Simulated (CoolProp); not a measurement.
Vapour-liquid equilibrium of nitrogen (1) + carbon monoxide (2) at 1550 kPa; x and y are mole fractions of (1).

Computed with CoolProp (multi-fluid Helmholtz-energy mixture model, Span 2000 and Lemmon 2006; pair parameters Gernert 2013).

Problem. Give the bubble temperature and the first vapour's composition at x = 0.35, 0.65, 0.95. Is there an azeotrope?

Solution. x = 0.35: 114.1 K, y = 0.400; x = 0.65: 112.5 K, y = 0.692; x = 0.95: 111.2 K, y = 0.957. No azeotrope shows between x = 0.05 and 0.95.

Pair parameters are fitted to limited data, so mixtures are less certain than the pure fluids.
